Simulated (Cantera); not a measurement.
A closed system holds: 1 mol B, 4.3 mol H2O, 3.2 mol H2, 5.4 mol N2, equilibrated at 850 K and 0.000850 bar.

Equilibrium computed with Cantera from the NASA thermochemical tables; the gas is ideal and each condensed phase is pure. Candidate condensed phases: B, BN, B2O3, B3O3H3, H2O; 39 gas species. Gases not in the tables: H3BO3. The numbers say what is thermodynamically allowed, not how fast it happens.

Base state: N2 0.419, H2 0.364, H2O 0.217, (HBO2)3 0.000194, HBO2 1.01e-5 (mole fractions); condensed: B2O3(l).

Q: What changes in the equilibrium state with this change: temperature from 850 K to 1500 K?

A: 
```tsv
species	before	after
N2	0.419	0.403
H2	0.364	0.350
H2O	0.217	0.173
HBO2	1.01e-5	0.0723
B2O3	<1e-9	0.00112
H	<1e-9	0.000357
B2O3(l), mol	0.496	0
```

Q: What changes in the equilibrium state with this change: pressure from 0.000850 bar to 0.100 bar?

A: 
```json
[
 {"species": "N2", "before": "0.419", "after": "0.419"},
 {"species": "H2", "before": "0.364", "after": "0.365"},
 {"species": "H2O", "before": "0.217", "after": "0.214"},
 {"species": "(HBO2)3", "before": "0.000194", "after": "0.00207"},
 {"species": "NH3", "before": "2.25e-7", "after": "2.65e-5"},
 {"species": "HBO2", "before": "1.01e-5", "after": "9.21e-7"},
 {"species": "B2O3(l), mol", "before": "0.496", "after": "0.460"}
]
```

Q: What changes in the equilibrium state with this change: temperature from 850 K to 1123 K?

A: 
| species | before | after |
|---|---|---|
| N2 | 0.419 | 0.418 |
| H2 | 0.364 | 0.364 |
| H2O | 0.217 | 0.215 |
| HBO2 | 1.01e-5 | 0.00407 |
| (HBO2)3 | 0.000194 | 4.59e-5 |
| B2O3(l), mol | 0.496 | 0.473 |
